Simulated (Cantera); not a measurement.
Input (Python, Cantera):

```python
import numpy as np
import cantera as ct

gas = ct.Solution("h2o2.yaml")
gas.TPX = 950, 130, {'H2': 0.0069, 'O2': 1, 'N2': 0.28}
reactor = ct.IdealGasConstPressureReactor(gas, energy="off", clone=False)
net = ct.ReactorNet([reactor])
net.rtol, net.atol = 1e-08, 1e-18
show = ['H2', 'O2', 'H2O', 'HO2', 'OH']
times = np.geomspace(2e-06, 3, 10)

steps = ct.SolutionArray(gas, extra=["t"])
rows = []
print(f"{'t/s':>10s}{'T/K':>9s}{'P/Pa':>11s}" + "".join(f"{s:>11s}" for s in show))
for t in times:
    while net.time < t:
        t_next = net.step()
        steps.append(gas.state, t=t_next)
    rows.append([np.interp(t, steps.t, y) for y in (steps.T, steps.P, *steps(*show).X.T)])
    print(f"{t:10.3e}{rows[-1][0]:9.1f}{rows[-1][1]:11.4g}" + "".join(f"{x:11.3e}" for x in rows[-1][2:]))
rate = np.gradient(steps.T, steps.t)
print("integrator steps:", len(steps.t))
if steps.T.max() > steps.T[0] + 200:
    print(f"time of steepest temperature rise: {steps.t[rate.argmax()]:.4e} s")
gas.TPX = 950, 130, {'H2': 0.0069, 'O2': 1, 'N2': 0.28}
gas.equilibrate("TP")
print(f"equilibrium (TP): T = {gas.T:.1f} K  " + "  ".join(f"{s} {gas[s].X[0]:.3e}" for s in show))
```

Result:

```
       t/s      T/K       P/Pa         H2         O2        H2O        HO2         OH
 2.000e-06    950.0        130  5.362e-03  7.771e-01  3.818e-22  1.867e-15  1.717e-18
 9.711e-06    950.0        130  5.362e-03  7.771e-01  8.977e-21  9.064e-15  2.041e-17
 4.715e-05    950.0        130  5.362e-03  7.771e-01  1.004e-18  4.401e-14  4.669e-16
 2.289e-04    950.0        130  5.362e-03  7.771e-01  7.584e-17  2.137e-13  9.690e-15
 1.112e-03    950.0        130  5.362e-03  7.771e-01  7.476e-15  1.038e-12  1.988e-13
 5.397e-03    950.0        130  5.362e-03  7.771e-01  5.691e-13  5.045e-12  2.790e-12
 2.621e-02    950.0        130  5.362e-03  7.771e-01  2.735e-11  2.457e-11  2.661e-11
 1.272e-01    950.0        130  5.362e-03  7.771e-01  6.113e-09  1.352e-10  2.734e-09
 6.179e-01    950.0        130  3.035e-04  7.729e-01  4.522e-03  2.983e-07  3.792e-04
 3.000e+00    950.0        130  1.407e-05  7.735e-01  5.169e-03  1.580e-07  1.405e-04
integrator steps: 693
equilibrium (TP): T = 950.0 K  H2 3.103e-12  O2 7.765e-01  H2O 5.376e-03  HO2 4.711e-11  OH 6.983e-08
```

Computed with Cantera and the H2/O2 subset of GRI-Mech 3.0, which has no nitrogen chemistry. Radical loss at walls, strong at low pressure, is not modelled.
